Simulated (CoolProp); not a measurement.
Vapour pressure (kPa) of CF4 (R14): the reference equation beside estimates from Tc = -45.8 °C, pc = 3762 kPa, ω = 0.178.

Values from CoolProp's reference Helmholtz-energy equation of state, Platzer 1990. This equation is an older, rougher fit; its heat capacities, sound speeds and derivatives of the liquid may be far off and weren't checked against measurements.

```json
[
 {"T (°C)": "-141.85", "reference": "34.13", "Lee-Kesler": "33.51", "Peng-Robinson": "34.79"},
 {"T (°C)": "-138.05", "reference": "47.23", "Lee-Kesler": "46.60", "Peng-Robinson": "47.98"},
 {"T (°C)": "-134.15", "reference": "64.55", "Lee-Kesler": "63.99", "Peng-Robinson": "65.38"},
 {"T (°C)": "-130.35", "reference": "85.90", "Lee-Kesler": "85.52", "Peng-Robinson": "86.81"},
 {"T (°C)": "-126.55", "reference": "112.4", "Lee-Kesler": "112.3", "Peng-Robinson": "113.4"},
 {"T (°C)": "-122.65", "reference": "145.9", "Lee-Kesler": "146.2", "Peng-Robinson": "146.9"},
 {"T (°C)": "-118.85", "reference": "185.4", "Lee-Kesler": "186.3", "Peng-Robinson": "186.5"},
 {"T (°C)": "-114.95", "reference": "233.9", "Lee-Kesler": "235.7", "Peng-Robinson": "235.1"},
 {"T (°C)": "-111.15", "reference": "?", "Lee-Kesler": "292.7", "Peng-Robinson": "291.3"},
 {"T (°C)": "-107.35", "reference": "355.6", "Lee-Kesler": "359.4", "Peng-Robinson": "357.2"},
 {"T (°C)": "-103.45", "reference": "434.0", "Lee-Kesler": "?", "Peng-Robinson": "436.0"},
 {"T (°C)": "-99.65", "reference": "522.2", "Lee-Kesler": "528.4", "Peng-Robinson": "524.7"},
 {"T (°C)": "-95.85", "reference": "?", "Lee-Kesler": "630.5", "Peng-Robinson": "626.3"},
 {"T (°C)": "-91.95", "reference": "740.8", "Lee-Kesler": "749.6", "Peng-Robinson": "745.1"}
]
```

Task: What belongs in the gaps?

Result: 
- -111.15, reference: 290.0
- -103.45, Lee-Kesler: 439.0
- -95.85, reference: 623.0

Absolute difference from the reference over all 14 rows, mean and median: Lee-Kesler 0.9 and 1.0 %, Peng-Robinson 0.8 and 0.6 %.
